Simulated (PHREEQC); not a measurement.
A solution holds 0.00043 mol Ag2SO4, 0.034 mol KBr and 0.0038 mol Na2SO4 per kg of water, at 61 °C. Closed to the air; pH follows from the charge balance.

Computed with PHREEQC (ion-association model, wateq4f.dat).

The pH is 6.57 and the ionic strength is 0.0449 mol/kgw.

| species | molality | activity | log γ |
|---|---|---|---|
| K+ | 0.0334 | 0.0270 | -0.092 |
| Br- | 0.0318 | 0.0260 | -0.088 |
| Na+ | 0.00753 | 0.00616 | -0.087 |
| SO4-2 | 0.00352 | 0.00159 | -0.344 |
| KSO4- | 0.000641 | 0.000529 | -0.084 |
| AgBr3-2 | 0.000478 | 0.000212 | -0.353 |
| AgBr2- | 0.000372 | 0.000303 | -0.088 |
| NaSO4- | 7.31e-5 | 6.03e-5 | -0.084 |
| AgBr | 1.05e-5 | 1.06e-5 | 0.004 |
| OH- | 4.45e-7 | 3.59e-7 | -0.093 |
| H+ | 3.20e-7 | 2.72e-7 | -0.071 |
| HSO4- | 1.25e-7 | 1.02e-7 | -0.088 |
| Ag+ | 2.89e-8 | 2.36e-8 | -0.088 |

No solid was allowed to form. Examples of supersaturated solids here: Bromyrite. Others may be too. Species that the database lacks are ignored. Away from 25 °C the constants follow the database's enthalpies or fits; those with neither stay at their 25 °C values.
